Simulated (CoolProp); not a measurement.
A closed Brayton cycle with carbon dioxide: compressor inlet 319.15 K and 8.7 MPa, high pressure 26.1 MPa, turbine inlet 650 K, compressor efficiency 0.8, turbine efficiency 0.93, recuperator effectiveness 0.8 (on enthalpy, no pinch check). Each further row changes one setting.

Computed with CoolProp (reference Helmholtz-energy equation of state, Span 1996).

| case | thermal efficiency (%) | net work (kJ/kg) | compressor to turbine work | compressor exit (K) | turbine exit (K) |
|---|---|---|---|---|---|
| as stated | 24.7 | 57.5 | 0.48 | 401.2 | 531.7 |
| turbine inlet 600 K | 21.7 | 45.9 | 0.53 | 401.2 | 486.4 |
| compressor inlet 329.15 K | 22.2 | 47.3 | 0.57 | 424.0 | 531.7 |
| high pressure 22.2 MPa | 24.1 | 52.9 | 0.45 | 388.7 | 548.8 |
| recuperator effectiveness 0.5 | 20.6 | 57.5 | 0.48 | 401.2 | 531.7 |
